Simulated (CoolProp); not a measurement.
n-pentane at several states: density (kg/m³) from the reference equation and from simpler models built on Tc = 469.7 K, pc = 3.368 MPa, ω = 0.251; each cubic takes its own stable root.

Values from CoolProp's reference Helmholtz-energy equation of state, Thol 2019.

```
T (K)  p (MPa)   phase  reference
-----  -------  ------  ---------
215.9   0.0312  liquid      698.3
261.2    0.018  liquid      656.8
356.4   0.0171     gas     0.4182
296      0.179  liquid      623.5
178.3   0.0124  liquid      732.0
```

### Question
How far does each simpler model (van der Waals, Redlich-Kwong, Soave-Redlich-Kwong) lie from the reference over these 5 states: mean and median of the absolute difference, and the worst?

### Answer
- van der Waals: mean 68.0 %, median 99.1 %, worst -99.9 % at 261.2 K and 0.018 MPa
- Redlich-Kwong: mean 26.9 %, median 11.7 %, worst -99.9 % at 261.2 K and 0.018 MPa
- Soave-Redlich-Kwong: mean 7.6 %, median 8.9 %, worst -10.8 % at 178.3 K and 0.0124 MPa

At some of these states van der Waals, Redlich-Kwong gives the other phase, because its saturation line lies elsewhere.
